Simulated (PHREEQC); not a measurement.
Solution (20 °C): 0.0074 mol ZnSO4 and 0.00027 mol H3BO3 per kg of water. Closed to the air; pH follows from the charge balance.

All values are PHREEQC results (ion-association model, phreeqc.dat), not measurements.

Task: The ionic strength comes out as 0.0210 mol/kgw. What activity coefficients do Zn+2, Zn(SO4)2-2, SO4-2, ZnOH+, H+ get?

Result: Zn+2 0.58, Zn(SO4)2-2 0.57, SO4-2 0.58, ZnOH+ 0.87, H+ 0.89.

This is a speciation only: nothing precipitates in the calculation.
